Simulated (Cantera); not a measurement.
What does this Cantera script print?

```python
import numpy as np
import cantera as ct

gas_names = """
    B BH BH2 BH3 BO BO2 B2 B2O B2O2 B2O3 B3O3H3 H HBO HBO2 HO2 H2 H2O H2O2 H3B3O6 O OH O2 O3
""".split()
cond_names = """
    B(b) B(L) B2O3(L) B3O3H3(cr) H2O(s) H2O(L)
""".split()


# ... load() reads the species with a 1 bar reference pressure and builds the phases ...
atoms = {
    'B2O3': {'B': 2, 'O': 3},
    'H2O': {'H': 2, 'O': 1},
    'H2': {'H': 2},
}
top_T = {}  # K; cautious upper limits of use, not melting points


# ... equilibrate(T, P, feed) seeds the gas with the atoms and calls Mixture.equilibrate('TP', solver="vcs", rtol=1e-11, max_steps=5000) ...
results = []
feed = {'B2O3': 1, 'H2O': 4, 'H2': 4.8}  # mol
P = 22000  # Pa
for T in [1775, 1875, 1975, 2075, 2175, 2275, 2375]:
    mix = equilibrate(T, P, feed)
    results.append((T, P, feed, dict(zip(mix.species_names, mix.species_moles))))
    x = sorted(zip(gas.X, gas.species_names), reverse=True)
    print(f"T = {T:g} K  P = {P:g} Pa  gas = {mix.phase_moles(0):.4g} mol")
    print("   x: " + "  ".join(f"{s} {v:.3e}" for v, s in x if v > 0.0001))
    print("   condensed (mol): " + ("  ".join(f"{mix.phase(i).name} {mix.phase_moles(i):.4g}"
          for i in range(1, mix.n_phases) if mix.phase_moles(i) > 1e-12) or "none"))
```

Output:

```
T = 1775 K  P = 22000 Pa  gas = 9.8 mol
   x: H2 4.889e-01  H2O 3.146e-01  HBO2 1.874e-01  B2O3 7.822e-03  HBO 6.704e-04  H 4.315e-04  H3B3O6 1.267e-04
   condensed (mol): none
T = 1875 K  P = 22000 Pa  gas = 9.805 mol
   x: H2 4.881e-01  H2O 3.161e-01  HBO2 1.846e-01  B2O3 9.125e-03  HBO 9.967e-04  H 9.763e-04
   condensed (mol): none
T = 1975 K  P = 22000 Pa  gas = 9.811 mol
   x: H2 4.868e-01  H2O 3.176e-01  HBO2 1.814e-01  B2O3 1.040e-02  H 2.036e-03  HBO 1.415e-03  OH 1.265e-04
   condensed (mol): none
T = 2075 K  P = 22000 Pa  gas = 9.823 mol
   x: H2 4.849e-01  H2O 3.189e-01  HBO2 1.780e-01  B2O3 1.163e-02  H 3.954e-03  HBO 1.932e-03  OH 2.968e-04  BO 2.132e-04  BO2 1.998e-04
   condensed (mol): none
T = 2175 K  P = 22000 Pa  gas = 9.843 mol
   x: H2 4.818e-01  H2O 3.200e-01  HBO2 1.741e-01  B2O3 1.278e-02  H 7.224e-03  HBO 2.545e-03  OH 6.444e-04  BO 4.735e-04  BO2 4.223e-04
   condensed (mol): none
T = 2275 K  P = 22000 Pa  gas = 9.877 mol
   x: H2 4.770e-01  H2O 3.205e-01  HBO2 1.698e-01  B2O3 1.380e-02  H 1.250e-02  HBO 3.247e-03  OH 1.307e-03  BO 9.731e-04  BO2 8.332e-04
   condensed (mol): none
T = 2375 K  P = 22000 Pa  gas = 9.933 mol
   x: H2 4.701e-01  H2O 3.200e-01  HBO2 1.646e-01  H 2.061e-02  B2O3 1.462e-02  HBO 4.015e-03  OH 2.499e-03  BO 1.865e-03  BO2 1.545e-03
   condensed (mol): none
```

Method: chemical equilibrium by Gibbs-energy minimisation in Cantera with the NASA 1993 tables (ideal gas, pure condensed phases).
